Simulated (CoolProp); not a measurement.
Model: reference Helmholtz-energy equation of state, Span 2000, in CoolProp.

For nitrogen, give the phase and the density (kg/m³), speed of sound (m/s), Joule-Thomson coefficient (K/MPa), Prandtl number at -141.05 °C and 6.79 bar; -141.05 °C and 10.2 bar; -141.05 °C and 11.3 bar.


- -141.05 °C and 6.79 bar: gas; density 18.4, speed of sound 227, Joule-Thomson coefficient 9.76, Prandtl number 0.817
- -141.05 °C and 10.2 bar: gas; density 28.7, speed of sound 224, Joule-Thomson coefficient 9.78, Prandtl number 0.853
- -141.05 °C and 11.3 bar: gas; density 32.1, speed of sound 223, Joule-Thomson coefficient 9.79, Prandtl number 0.866

Viscosity comes from a separate model (Lemmon 2004). Thermal conductivity comes from a separate model (Lemmon 2004).
